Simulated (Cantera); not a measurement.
Equilibrium for fluorocarbon and chlorocarbon gases: CF4 + H2

Feed: 1 mol CF4, 0.047 mol H2, equilibrated at 1.00 bar.

These are equilibrium values from Cantera (NASA tables, ideal gas, pure condensed phases), not measurements of a reactor. Candidate condensed phases: C, C6H6, C7H8, C8H18; 95 gas species. The tables' values for C2F4 are old estimates; treat these amounts as uncertain. Gases not in the tables: C2F6 and larger saturated fluorocarbons. The numbers say what is thermodynamically allowed, not how fast it happens.

```
T (K)  x CF4    x HF     x CF2       x F     x CF3      x CF    x C2F4  n C(graphite)
-----  -----  ------  --------  --------  --------  --------  --------  -------------
1198   0.912  0.0878   1.41e-7   3.22e-9   2.96e-7    <1e-12  7.83e-11         0.0235
1348   0.912  0.0878   3.25e-6   1.10e-7   3.76e-6  3.94e-12   1.73e-9         0.0235
1498   0.912  0.0878   3.96e-5   1.86e-6   2.86e-5  3.02e-10   2.06e-8         0.0235
1648   0.912  0.0878  0.000304   1.88e-5  0.000150   1.04e-8   1.56e-7         0.0233
1798   0.910  0.0877   0.00165  0.000130  0.000591   1.97e-7   8.38e-7         0.0225
1948   0.903  0.0874   0.00681  0.000662   0.00187   2.36e-6   3.46e-6         0.0195
2098   0.883  0.0865    0.0227   0.00267   0.00497   1.96e-5   1.15e-5         0.0105
2248   0.852  0.0850    0.0431    0.0108   0.00938   6.81e-5   1.46e-5              0
```
x: gas mole fraction; n: condensed amount in mol.

From 1198 K to 2098 K the condensed part is C(graphite). At 2248 K nothing is condensed. The main C-bearing gas is CF4 throughout.
